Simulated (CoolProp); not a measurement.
The fluid at 298.15 K and 0.755 MPa flows at 0.53 m/s in a round tube of 20 mm bore and 1.5 µm roughness, fully developed (64/Re and Nu = 3.66 if laminar; Colebrook and Gnielinski if turbulent). The same conditions are run with several fluids, on thermodynamics alone (safety and materials aside).

Model: reference Helmholtz-energy equation of state of each fluid (CH2F2 (R32): Tillner-Roth 1997; carbon dioxide: Span 1996; R143a: Lemmon and Jacobsen 2000; C2F6 (R116): Lemmon 2006; ethane: Bücker 2006), in CoolProp.

Task: Rank CH2F2 (R32), carbon dioxide, R143a, C2F6 (R116), ethane by Reynolds number, highest first.

Result: C2F6 (R116) (34300), R143a (27900), CH2F2 (R32) (13900), ethane (10800), carbon dioxide (9860)

| fluid | Darcy friction factor | pressure drop (Pa/m) | heat-transfer coefficient (W/(m² K)) | mass flow (kg/h) |
|---|---|---|---|---|
| CH2F2 (R32) | 0.0285 | 3.52 | 32.5 | 10.5 |
| carbon dioxide | 0.0311 | 3.05 | 26.2 | 8.36 |
| R143a | 0.0241 | 5.03 | 55.4 | 17.8 |
| C2F6 (R116) | 0.0230 | 7.40 | 62.0 | 27.5 |
| ethane | 0.0304 | 2.07 | 36.5 | 5.83 |

Transport values come from each fluid's own correlations; those of CH2F2 (R32), R143a, C2F6 (R116) are estimates that may be off by 10 % or more.
